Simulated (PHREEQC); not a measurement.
# Polishing slurry liquid (model solution)

Make-up at 91 °C: 0.0038 mol/kgw K2CO3 and 0.021 mol/kgw H3BO3. Closed to the air; pH follows from the charge balance.

Equilibrium calculation in PHREEQC: ion-association model, phreeqc.dat.

Each row changes one thing in this solution. This is a speciation only: nothing precipitates in the calculation.

| case | pH | ionic strength (mol/kgw) |
|---|---|---|
| as made | 8.10 | 0.00765 |
| H3BO3 replaced by NH4BF4 at the same molality | 3.73 | 0.0288 |
| K2CO3 from 0.0038 to 0.0019 mol/kgw | 7.78 | 0.00381 |
| H3BO3 left out | 9.73 | 0.00894 |
| 0.0016 mol/kgw Na2CO3 added | 8.28 | 0.0108 |
| K2CO3 left out | 5.24 | 5.75e-6 |
| K2CO3 from 0.0038 to 0.00418 mol/kgw | 8.15 | 0.00842 |

Away from 25 °C the constants follow the database's enthalpies or fits; those with neither stay at their 25 °C values. Real BF4- forms and hydrolyses slowly; the run takes it at equilibrium.
